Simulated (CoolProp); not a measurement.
The fluid at 304.33 K and 0.433 MPa is compressed adiabatically to 1.55 MPa with isentropic efficiency 0.6. The same conditions are run with several fluids, on thermodynamics alone (safety and materials aside).

Model: reference Helmholtz-energy equation of state of each fluid (R227EA: Lemmon 2016; R507A: Lemmon 2003; R22: Kamei 1995; R407C: Lemmon 2003; R143a: Lemmon and Jacobsen 2000), in CoolProp. Blends and air are pseudo-pure fits.

Q: Rank R227EA, R507A, R22, R407C, R143a by work (kJ/kg), highest first.

A: R22 (62.9), R143a (61.6), R407C (61.1), R507A (52.1), R227EA (26.2)

```
fluid   final temperature (K)  final density (kg/m³)
------  ---------------------  ---------------------
R227EA                  350.6                    129
R507A                   369.2                   57.1
R22                     400.5                   44.0
R407C                   380.9                   47.2
R143a                   374.2                   47.8
```
